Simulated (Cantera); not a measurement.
An isothermal, constant-pressure homogeneous reactor starts with C2H4 : H2 = 1 : 32 (molar parts), at 1573 K and 0.0602 atm. Integrator tolerance rtol = 1e-08.

Detailed kinetics in Cantera: GRI-Mech 3.0 (53 species, 325 reactions). GRI-Mech 3.0 was tuned for natural gas; its chemistry of ethylene as a main component is partial and can be far from experiment. GRI-Mech 3.0 stops at C3 and has no aromatics, soot or wall deposition, so with more carbon than oxygen in the feed, carbon stays in small species such as C2H2 where larger ones or solid carbon would form.

Question: What does this change do: 0.51 parts H2O added?

Answer: 
| quantity | before | after |
|---|---|---|
| x(C2H4) at 7.00 s | 0.000239 (gas-phase equilibrium 0.000227) | 0.000225 (gas-phase equilibrium 0.000161) |
| x(H2) at 7.00 s | 0.970 (gas-phase equilibrium 0.968) | 0.956 (gas-phase equilibrium 0.962) |
| x(H) at 7.00 s | 0.000166 (gas-phase equilibrium 0.000163) | 0.000166 (gas-phase equilibrium 0.000163) |
| x(CH4) at 7.00 s | 0.000845 (gas-phase equilibrium 0.00385) | 0.00168 (gas-phase equilibrium 0.00322) |
| x(CH2) at 7.00 s | 4.67e-10 (gas-phase equilibrium 2.00e-9) | 1.23e-9 (gas-phase equilibrium 1.69e-9) |
| x(CH3) at 7.00 s | 2.94e-6 (gas-phase equilibrium 1.31e-5) | 5.91e-6 (gas-phase equilibrium 1.10e-5) |
| x(C2H) at 7.00 s | 1.43e-8 (gas-phase equilibrium 1.33e-8) | 1.38e-8 (gas-phase equilibrium 9.57e-9) |

Question: What does this change do: pressure from 0.0602 atm to 0.132 atm?

Answer: 
| quantity | before | after |
|---|---|---|
| x(C2H4) at 7.00 s | 0.000239 (gas-phase equilibrium 0.000227) | 0.000486 (gas-phase equilibrium 0.000456) |
| x(H2) at 7.00 s | 0.970 (gas-phase equilibrium 0.968) | 0.968 (gas-phase equilibrium 0.966) |
| x(H) at 7.00 s | 0.000166 (gas-phase equilibrium 0.000163) | 0.000113 (gas-phase equilibrium 0.000110) |
| x(CH4) at 7.00 s | 0.000845 (gas-phase equilibrium 0.00385) | 0.00428 (gas-phase equilibrium 0.00803) |
| x(CH2) at 7.00 s | 4.67e-10 (gas-phase equilibrium 2.00e-9) | 1.08e-9 (gas-phase equilibrium 1.92e-9) |
| x(CH3) at 7.00 s | 2.94e-6 (gas-phase equilibrium 1.31e-5) | 1.01e-5 (gas-phase equilibrium 1.86e-5) |
| x(C2H) at 7.00 s | 1.43e-8 (gas-phase equilibrium 1.33e-8) | 9.08e-9 (gas-phase equilibrium 8.31e-9) |
